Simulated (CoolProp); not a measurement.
Computed with CoolProp (reference Helmholtz-energy equation of state, Thol 2015).

Problem. For 1,2-dichloroethane, give the phase and the cp (kJ/(kg K)), Joule-Thomson coefficient (K/MPa) at 500 K and 0.105 MPa; 500 K and 3.82 MPa.

Solution. 
- 500 K and 0.105 MPa: gas; cp 1.04, Joule-Thomson coefficient 12.9
- 500 K and 3.82 MPa: liquid; cp 1.68, Joule-Thomson coefficient 0.387
